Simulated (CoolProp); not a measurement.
Propylene at 298.15 K and 2.4 MPa flows at 0.84 m/s in a round tube of 4.6 mm bore and 1.5 µm roughness, fully developed (64/Re and Nu = 3.66 if laminar; Colebrook and Gnielinski if turbulent). Each further row changes one setting.

Computed with CoolProp (reference Helmholtz-energy equation of state, Lemmon 2013).

```
case               Reynolds number  Darcy friction factor  pressure drop (Pa/m)  heat-transfer coefficient (W/(m² K))  mass flow (kg/h)
-----------------  ---------------  ---------------------  --------------------  ------------------------------------  ----------------
as stated                    20300                 0.0265                  1040                                  2320              25.7
velocity 1.68 m/s            40600                 0.0229                  3590                                  4210              51.3
diameter 9.2 mm              40600                 0.0224                   439                                  2070               103
```

Viscosity comes from a separate model (Huber 2003), an estimate that may be off by 10 % or more. Thermal conductivity comes from a separate model (Huber 2003), an estimate that may be off by 10 % or more.
